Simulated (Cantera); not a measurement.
Iron carbonyl, mercury and lead vapours: PbO + CO + N2

A closed system holds: 1 mol PbO, 0.4 mol CO, 11 mol N2, held at 1223 K and 5.30 bar.

These are equilibrium values from Cantera (NASA tables, ideal gas, pure condensed phases), not measurements of a reactor. Candidate condensed phases: C, Pb, PbO, PbO2, Pb3O4; 27 gas species. Each liquid is taken as pure. Mutual solubility and eutectic melting of coexisting phases are not modelled. Gases not in the tables: (PbO)n polymers. The numbers say what is thermodynamically allowed, not how fast it happens.

| Item | Result |
|---|---|
| x(N2) | 0.965 |
| x(CO2) | 0.0351 |
| x(Pb) | 0.000171 |
| x(PbO) | 2.05e-5 |
| x(CO) | 1.74e-5 |
| n(Pb(l)) | 0.398 mol |
| n(PbO(l)) | 0.600 mol |
| gas amount | 11.40 mol |
| log10 activity of C(graphite) (absent) | -9.20 |
